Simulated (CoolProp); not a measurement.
Computed with CoolProp (reference Helmholtz-energy equation of state, Thol 2019).

Question: For decamethylcyclopentasiloxane (D5), give the phase and the cv (kJ/(kg K)), expansivity (1/kK), fugacity coefficient at 112.35 °C and 54.2 bar; 123.45 °C and 54.2 bar.

Answer: 
- 112.35 °C and 54.2 bar: liquid; cv 1.59, expansivity 1.15, fugacity coefficient 0.00165
- 123.45 °C and 54.2 bar: liquid; cv 1.61, expansivity 1.17, fugacity coefficient 0.00258
